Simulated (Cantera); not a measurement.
Hydrocarbon pyrolysis for carbon deposition

An isothermal, constant-pressure homogeneous reactor starts with CH4 : N2 = 1 : 9.1 (molar parts), at 1700 K and 0.720 Torr.

Model: GRI-Mech 3.0 (53 species, 325 reactions), integrated in Cantera. GRI-Mech 3.0 stops at C3 and has no aromatics, soot or wall deposition, so with more carbon than oxygen in the feed, carbon stays in small species such as C2H2 where larger ones or solid carbon would form. Radical loss at walls, strong at low pressure, is not modelled.

| t (s) | x CH4 | x C2H4 | x CH3 | x CH2 | x HCN | x H2 | x H |
|---|---|---|---|---|---|---|---|
| 0.000700 | 0.0990 | <1e-12 | 1.37e-6 | 1.76e-12 | <1e-12 | 5.07e-7 | 3.54e-7 |
| 0.00199 | 0.0990 | 2.66e-11 | 4.50e-6 | 1.94e-11 | <1e-12 | 2.05e-6 | 4.00e-7 |
| 0.00568 | 0.0990 | 1.09e-9 | 1.36e-5 | 1.41e-10 | <1e-12 | 6.59e-6 | 4.01e-7 |
| 0.0162 | 0.0990 | 3.16e-8 | 3.94e-5 | 9.52e-10 | <1e-12 | 1.96e-5 | 4.05e-7 |
| 0.0461 | 0.0989 | 7.84e-7 | 0.000113 | 6.86e-9 | <1e-12 | 5.78e-5 | 4.38e-7 |
| 0.131 | 0.0986 | 1.80e-5 | 0.000321 | 5.06e-8 | 7.78e-12 | 0.000200 | 7.15e-7 |
| 0.374 | 0.0971 | 0.000371 | 0.000892 | 3.48e-7 | 2.37e-10 | 0.00138 | 3.29e-6 |
| 1.07 | 0.0816 | 0.00364 | 0.00185 | 1.53e-6 | 2.61e-8 | 0.0189 | 3.34e-5 |
| 3.04 | 0.0367 | 0.00114 | 0.00119 | 1.56e-6 | 6.61e-7 | 0.0829 | 0.000143 |
| 8.65 | 0.0106 | 0.000104 | 0.000456 | 9.04e-7 | 3.02e-6 | 0.120 | 0.000261 |
| 24.6 | 0.00185 | 5.86e-6 | 0.000132 | 4.63e-7 | 9.12e-6 | 0.132 | 0.000468 |
| 70.2 | 0.000173 | 4.47e-7 | 2.49e-5 | 1.81e-7 | 2.65e-5 | 0.134 | 0.000955 |
| 200 | 9.69e-6 | 2.87e-7 | 2.37e-6 | 2.94e-8 | 5.30e-5 | 0.134 | 0.00162 |
x: mole fraction; the columns are a selection and need not sum to one.

Equilibrium at this temperature and pressure: CH4 7.16e-7, C2H4 8.92e-8, CH3 1.90e-7, CH2 2.56e-9, HCN 0.0613, H2 0.134, H 0.00175 (gas phase only).
